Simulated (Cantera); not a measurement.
Input (Python, Cantera):

```python
import numpy as np
import cantera as ct

gas = ct.Solution("gri30.yaml")
gas.TPX = 1625, 13332, {'C2H6': 0.51, 'N2': 87}
inlet = ct.Reservoir(gas, clone=True)

reactor = ct.IdealGasConstPressureReactor(gas, energy="off", clone=False)
exhaust = ct.Reservoir(gas, clone=True)
tau = [1.2, 0.69, 0.39, 0.22, 0.13, 0.072, 0.041, 0.023, 0.013, 0.0075][0]
for a, b in ((inlet, reactor), (reactor, exhaust)):
    ct.MassFlowController(a, b, mdot=lambda t: reactor.mass / tau)
net = ct.ReactorNet([reactor])
show = ['C2H6', 'C2H2', 'C2H', 'C2H4', 'HCN', 'CH3', 'CH2']

rows = []
print(f"{'tau/s':>10s}{'T/K':>9s}" + "".join(f"{s:>11s}" for s in show))
for tau in [1.2, 0.69, 0.39, 0.22, 0.13, 0.072, 0.041, 0.023, 0.013, 0.0075]:
    net.initial_time = 0.0
    net.advance(30 * tau)
    before = gas.X
    net.advance(40 * tau)
    drift = np.max(np.abs(gas.X - before) / (gas.X + 1e-9))
    rows.append([gas.T, *gas[show].X, drift])
    print(f"{tau:10.3e}{gas.T:9.1f}" + "".join(f"{x:11.3e}" for x in gas[show].X))
```

Output:

```
     tau/s      T/K       C2H6       C2H2        C2H       C2H4        HCN        CH3        CH2
 1.200e+00   1625.0  2.983e-06  5.428e-03  1.124e-07  1.932e-05  5.212e-05  5.621e-05  2.545e-07
 6.900e-01   1625.0  4.780e-06  5.393e-03  1.304e-07  2.877e-05  4.922e-05  7.043e-05  3.604e-07
 3.900e-01   1625.0  7.761e-06  5.346e-03  1.512e-07  4.360e-05  4.564e-05  8.885e-05  5.103e-07
 2.200e-01   1625.0  1.263e-05  5.283e-03  1.739e-07  6.653e-05  4.141e-05  1.124e-04  7.135e-07
 1.300e-01   1625.0  1.979e-05  5.206e-03  1.960e-07  9.858e-05  3.706e-05  1.398e-04  9.579e-07
 7.200e-02   1625.0  3.287e-05  5.086e-03  2.216e-07  1.538e-04  3.191e-05  1.792e-04  1.312e-06
 4.100e-02   1625.0  5.348e-05  4.925e-03  2.459e-07  2.352e-04  2.701e-05  2.279e-04  1.741e-06
 2.300e-02   1625.0  8.841e-05  4.695e-03  2.693e-07  3.617e-04  2.225e-05  2.926e-04  2.287e-06
 1.300e-02   1625.0  1.455e-04  4.379e-03  2.889e-07  5.467e-04  1.799e-05  3.754e-04  2.937e-06
 7.500e-03   1625.0  2.357e-04  3.965e-03  3.012e-07  7.974e-04  1.438e-05  4.778e-04  3.662e-06
```

Detailed kinetics in Cantera: GRI-Mech 3.0 (53 species, 325 reactions). GRI-Mech 3.0 stops at C3 and has no aromatics, soot or wall deposition, so with more carbon than oxygen in the feed, carbon stays in small species such as C2H2 where larger ones or solid carbon would form.
